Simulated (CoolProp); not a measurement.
Vapour pressure (MPa) of cis-2-butene: the reference equation beside estimates from Tc = 435.8 K, pc = 4.236 MPa, ω = 0.202. Clausius-Clapeyron is anchored at 313.6 K with a constant enthalpy of vaporisation of 21.07 kJ/mol.

Values from CoolProp's reference Helmholtz-energy equation of state, Lemmon 2005. It is a short technical equation, of lower accuracy than the large ones.

```csv
T (K),reference,Clausius-Clapeyron,van der Waals,Soave-Redlich-Kwong
250.6,___,0.04486,0.2868,0.03261
259.6,___,0.06370,0.3532,0.04946
268.6,0.07306,0.08834,0.4292,0.07265
277.6,0.1042,0.1199,0.5157,0.1037
286.6,0.1448,___,___,0.1445
295.6,0.1967,0.2091,0.7221,0.1966
304.6,0.2617,0.2694,0.8431,0.2622
313.6,0.3420,0.3420,0.9767,0.3434
322.6,0.4396,0.4285,1.123,0.4424
331.6,___,0.5303,1.283,0.5615
340.6,0.6956,0.6490,1.457,0.7030
349.6,0.8587,0.7859,1.646,0.8694
358.6,1.048,___,1.848,1.063
367.6,1.267,___,2.066,1.287
376.6,1.518,1.321,2.300,1.544
```

### Question
What belongs in the gaps?

### Answer

- 250.6, reference: 0.03286
- 259.6, reference: 0.04980
- 286.6, Clausius-Clapeyron: 0.1598
- 286.6, van der Waals: 0.6131
- 331.6, reference: 0.5567
- 358.6, Clausius-Clapeyron: 0.9427
- 367.6, Clausius-Clapeyron: 1.121

Absolute difference from the reference over all 15 rows, mean and median: Clausius-Clapeyron 11.8 and 10.0 %, van der Waals 262.7 and 185.6 %, Soave-Redlich-Kwong 0.8 and 0.7 %.
